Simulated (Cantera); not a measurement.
A closed system holds: 1 mol C2F6, 0.52 mol H2, equilibrated at 3.70 mbar.

Method: chemical equilibrium by Gibbs-energy minimisation in Cantera with the NASA 1993 tables (ideal gas, pure condensed phases). Candidate condensed phases: C, C6H6, C7H8, C8H18; 95 gas species. The feed counts by its element totals alone. The numbers say what is thermodynamically allowed, not how fast it happens.

x: gas mole fraction; n: condensed amount in mol.

```tsv
T (K)	x F	x HF	x CF	x C3	x C	x H	x CF2	x C2	n C(graphite)
2923	0.701	0.162	0.0688	0.0363	0.00646	0.00514	0.0162	0.00363	0.689
2948	0.689	0.158	0.0714	0.0479	0.00828	0.00626	0.0138	0.00482	0.405
2973	0.674	0.152	0.0736	0.0631	(withheld)	(withheld)	(withheld)	(withheld)	(withheld)
2998	0.676	0.150	0.0715	0.0640	0.0123	0.00908	0.00948	0.00707	0
3023	0.679	0.147	0.0691	0.0638	0.0143	0.0108	0.00773	0.00774	0
3048	0.681	0.144	0.0668	0.0633	(withheld)	(withheld)	(withheld)	(withheld)	0
3073	0.683	0.140	0.0644	0.0627	0.0190	0.0151	0.00517	0.00918	0
3098	0.685	0.137	0.0621	0.0618	0.0217	0.0177	0.00423	0.00994	0
3123	0.686	0.133	0.0597	0.0607	0.0248	0.0206	0.00347	0.0107	0
3148	0.688	0.128	0.0574	0.0594	0.0283	0.0239	0.00284	0.0115	0
3173	0.689	0.123	0.0552	0.0578	0.0320	0.0275	0.00234	0.0123	0
3198	0.690	0.118	0.0529	0.0561	0.0362	0.0314	0.00192	0.0131	0
```

Task: What belongs in the gaps?

Result: 
- 2973, x C: 0.0106
- 2973, x H: 0.00759
- 2973, x CF2: 0.0116
- 2973, x C2: 0.00637
- 2973, n C(graphite): 0.0231
- 3048, x C: 0.0165
- 3048, x H: 0.0128
- 3048, x CF2: 0.00632
- 3048, x C2: 0.00845
